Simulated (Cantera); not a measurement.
A Cantera script and what it prints.

```python
import numpy as np
import cantera as ct

gas_names = """
    C CO CO2 C2 C2O C3 C3O2 C4 C5 O O2 O3 Pb PbO Pb2
""".split()
cond_names = """
    C(gr) Pb(cr) Pb(L) PbO(rd) PbO(yw) PbO(L) PbO2(s) Pb3O4(s)
""".split()


def load(file, names, dense=False):
    # The tables refer to 1 bar. Condensed volumes are neglected.
    table = {s.name: s for s in ct.Species.list_from_file(file)}
    out = []
    for n in names:
        d = dict(table[n].input_data)
        d["thermo"] = dict(d["thermo"], **{"reference-pressure": 1e5})
        if dense:
            d["equation-of-state"] = {"model": "constant-volume", "density": "1e6 g/cm^3"}
        out.append(ct.Species.from_dict(d))
    return out


gas = ct.Solution(thermo="ideal-gas", species=load("nasa_gas.yaml", gas_names))
cond = {s.name: ct.Solution(thermo="fixed-stoichiometry", species=[s], name=s.name)
        for s in load("nasa_condensed.yaml", cond_names, dense=True)}
atoms = {
    'Pb': {'Pb': 1},
    'CO2': {'C': 1, 'O': 2},
    'CO': {'C': 1, 'O': 1},
}
top_T = {'C(gr)': 4500, 'Pb3O4(s)': 820}  # K; cautious upper limits of use, not melting points


def equilibrate(T, P, feed):
    n = {}
    for name, mol in feed.items():
        for a, k in atoms[name].items():
            n[a] = n.get(a, 0.0) + k * mol
    gas.TPX = T, P, n
    mass = sum(n.values()) * gas.mean_molecular_weight
    gas.equilibrate("TP")
    valid = [c for c in cond.values() if c.min_temp <= T <= top_T.get(c.name, c.max_temp)]
    mix = ct.Mixture([(gas, mass / gas.mean_molecular_weight)] + [(c, 0.0) for c in valid])
    mix.T, mix.P = T, P
    mix.equilibrate("TP", solver="vcs", rtol=1e-11, max_steps=5000)
    return mix


results = []
feed = {'Pb': 1, 'CO2': 0.67, 'CO': 6.8}  # mol
P = 101325  # Pa
for T in [750, 800, 850, 900, 950, 1000, 1050, 1100, 1150, 1200, 1250, 1300]:
    mix = equilibrate(T, P, feed)
    results.append((T, P, feed, dict(zip(mix.species_names, mix.species_moles))))

top = {s: max(r[3][s] / sum(r[3][g] for g in gas_names) for r in results) for s in gas_names}
cols = sorted((s for s in top if top[s] > 1e-06), key=lambda s: -top[s])[:6]
seen = [c for c in cond_names if any(r[3].get(c, 0) > 1e-12 for r in results)]
print("log10 of partial pressures in bar; condensed amounts in mol")
print(f"{'T/K':>10s}" + "".join(f"{s[:9]:>10s}" for s in cols + seen))
for T, P, feed, n in results:
    ng = sum(n[g] for g in gas_names)
    print(f"{T:10.4g}" + "".join(f"{np.log10(max(n[s] / ng * P / 1e5, 1e-99)):10.3f}" for s in cols)
          + "".join(f"{n.get(c, 0):10.4g}" for c in seen))
```

Output:

```
log10 of partial pressures in bar; condensed amounts in mol
       T/K       CO2        CO        Pb     C(gr)     Pb(L)
       750    -0.013    -1.379    -8.023     3.314         1
       800    -0.038    -1.016    -7.212     3.197         1
       850    -0.087    -0.710    -6.497     2.967         1
       900    -0.176    -0.461    -5.864     2.563         1
       950    -0.320    -0.272    -5.298     1.941         1
      1000    -0.532    -0.143    -4.791     1.159    0.9999
      1050    -0.805    -0.067    -4.332    0.4209    0.9997
      1100    -1.042    -0.035    -3.917         0    0.9991
      1150    -1.042    -0.035    -3.538         0    0.9979
      1200    -1.042    -0.035    -3.192         0    0.9953
      1250    -1.042    -0.036    -2.874         0    0.9901
      1300    -1.043    -0.036    -2.581         0    0.9806
```

Equilibrium computed with Cantera from the NASA thermochemical tables; the gas is ideal and each condensed phase is pure.
